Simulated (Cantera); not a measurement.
Input (Python, Cantera):

```python
import numpy as np
import cantera as ct

gas = ct.Solution("h2o2.yaml")
gas.TPX = 400, 100000, {'H2': 1, 'O2': 0.333, 'N2': 1.25, 'H2O': 0.071}
inlet = ct.Reservoir(gas, clone=True)
gas.equilibrate("HP")  # start burning
reactor = ct.IdealGasConstPressureReactor(gas, energy="on", clone=False)
exhaust = ct.Reservoir(gas, clone=True)
tau = [0.021, 0.012, 0.007, 0.0041, 0.0024, 0.0014, 0.00079, 0.00046, 0.00026, 0.00015, 8.8e-05, 5.1e-05][0]
for a, b in ((inlet, reactor), (reactor, exhaust)):
    ct.MassFlowController(a, b, mdot=lambda t: reactor.mass / tau)
net = ct.ReactorNet([reactor])
show = ['H2', 'O2', 'H2O', 'HO2', 'H2O2']

rows = []
print(f"{'tau/s':>10s}{'T/K':>9s}" + "".join(f"{s:>11s}" for s in show))
for tau in [0.021, 0.012, 0.007, 0.0041, 0.0024, 0.0014, 0.00079, 0.00046, 0.00026, 0.00015, 8.8e-05, 5.1e-05]:
    net.initial_time = 0.0
    net.advance(30 * tau)
    before = gas.X
    net.advance(40 * tau)
    drift = np.max(np.abs(gas.X - before) / (gas.X + 1e-9))
    rows.append([gas.T, *gas[show].X, drift])
    print(f"{tau:10.3e}{gas.T:9.1f}" + "".join(f"{x:11.3e}" for x in gas[show].X))
```

Result:

```
     tau/s      T/K         H2         O2        H2O        HO2       H2O2
 2.100e-02   2224.6  1.410e-01  1.359e-04  3.131e-01  9.516e-08  2.461e-08
 1.200e-02   2208.4  1.403e-01  2.050e-04  3.119e-01  1.525e-07  3.503e-08
 7.000e-03   2187.9  1.394e-01  3.072e-04  3.104e-01  2.371e-07  4.893e-08
 4.100e-03   2161.8  1.384e-01  4.604e-04  3.086e-01  3.606e-07  6.767e-08
 2.400e-03   2128.8  1.371e-01  6.887e-04  3.062e-01  5.381e-07  9.336e-08
 1.400e-03   2087.3  1.356e-01  1.025e-03  3.032e-01  7.922e-07  1.297e-07
 7.900e-04   2032.9  1.337e-01  1.542e-03  2.994e-01  1.181e-06  1.865e-07
 4.600e-04   1970.9  1.317e-01  2.231e-03  2.952e-01  1.711e-06  2.688e-07
 2.600e-04   1894.1  1.294e-01  3.231e-03  2.900e-01  2.534e-06  4.062e-07
 1.500e-04   1809.3  1.272e-01  4.556e-03  2.844e-01  3.731e-06  6.196e-07
 8.800e-05   1718.3  1.256e-01  6.354e-03  2.781e-01  5.548e-06  9.418e-07
 5.100e-05   1617.1  1.257e-01  9.155e-03  2.702e-01  8.717e-06  1.414e-06
```

Detailed kinetics in Cantera: the H2/O2 subset of GRI-Mech 3.0, which has no nitrogen chemistry.
